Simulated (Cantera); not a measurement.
A Cantera script and its output.

```python
import numpy as np
import cantera as ct

gas = ct.Solution("gri30.yaml")
gas.TPX = 1025, 140000, {'CH4': 1, 'C2H6': 0.07, 'O2': 2.55, 'N2': 9.59}
reactor = ct.IdealGasReactor(gas, energy="on", clone=False)
net = ct.ReactorNet([reactor])
net.rtol, net.atol = 1e-08, 1e-16
show = ['CH4', 'C2H6', 'O2', 'CO', 'CH3', 'CH2CO']
times = np.geomspace(4e-06, 0.3, 13)

steps = ct.SolutionArray(gas, extra=["t"])
rows = []
print(f"{'t/s':>10s}{'T/K':>9s}{'P/Pa':>11s}" + "".join(f"{s:>11s}" for s in show))
for t in times:
    while net.time < t:
        t_next = net.step()
        steps.append(gas.state, t=t_next)
    rows.append([np.interp(t, steps.t, y) for y in (steps.T, steps.P, *steps(*show).X.T)])
    print(f"{t:10.3e}{rows[-1][0]:9.1f}{rows[-1][1]:11.4g}" + "".join(f"{x:11.3e}" for x in rows[-1][2:]))
rate = np.gradient(steps.T, steps.t)
print("integrator steps:", len(steps.t))
if steps.T.max() > steps.T[0] + 200:
    print(f"time of steepest temperature rise: {steps.t[rate.argmax()]:.4e} s")
gas.TPX = 1025, 140000, {'CH4': 1, 'C2H6': 0.07, 'O2': 2.55, 'N2': 9.59}
gas.equilibrate("UV")
print(f"equilibrium (UV): T = {gas.T:.1f} K  " + "  ".join(f"{s} {gas[s].X[0]:.3e}" for s in show))
```

Output:

```
       t/s      T/K       P/Pa        CH4       C2H6         O2         CO        CH3      CH2CO
 4.000e-06   1025.0    1.4e+05  7.570e-02  5.299e-03  1.930e-01  1.902e-19  1.989e-10  8.061e-26
 1.019e-05   1025.0    1.4e+05  7.570e-02  5.299e-03  1.930e-01  3.178e-18  5.061e-10  9.032e-24
 2.598e-05   1025.0    1.4e+05  7.570e-02  5.299e-03  1.930e-01  5.364e-17  1.284e-09  8.043e-22
 6.620e-05   1025.0    1.4e+05  7.570e-02  5.299e-03  1.930e-01  8.748e-16  3.239e-09  4.561e-20
 1.687e-04   1025.0    1.4e+05  7.570e-02  5.299e-03  1.930e-01  1.446e-14  8.038e-09  2.188e-18
 4.299e-04   1025.0    1.4e+05  7.570e-02  5.299e-03  1.930e-01  2.337e-13  1.920e-08  8.926e-17
 1.095e-03   1025.0    1.4e+05  7.570e-02  5.299e-03  1.930e-01  3.716e-12  4.223e-08  3.199e-15
 2.792e-03   1025.0    1.4e+05  7.570e-02  5.299e-03  1.930e-01  5.733e-11  8.336e-08  9.494e-14
 7.114e-03   1025.0    1.4e+05  7.570e-02  5.298e-03  1.930e-01  1.036e-09  1.946e-07  3.196e-12
 1.813e-02   1025.1    1.4e+05  7.569e-02  5.292e-03  1.930e-01  7.267e-08  1.104e-06  5.180e-10
 4.620e-02   1029.9  1.407e+05  7.510e-02  5.102e-03  1.924e-01  5.506e-05  6.156e-06  5.708e-07
 1.177e-01   2744.2  3.848e+05  1.271e-15  9.689e-30  2.721e-02  2.276e-02  8.264e-15  1.820e-17
 3.000e-01   2744.2  3.848e+05  1.271e-15  9.689e-30  2.721e-02  2.276e-02  8.264e-15  1.820e-17
integrator steps: 2407
time of steepest temperature rise: 6.5978e-02 s
equilibrium (UV): T = 2744.2 K  CH4 1.683e-15  C2H6 1.560e-29  O2 2.721e-02  CO 2.276e-02  CH3 1.094e-14  CH2CO 2.042e-17
```

Model: GRI-Mech 3.0 (53 species, 325 reactions), integrated in Cantera.
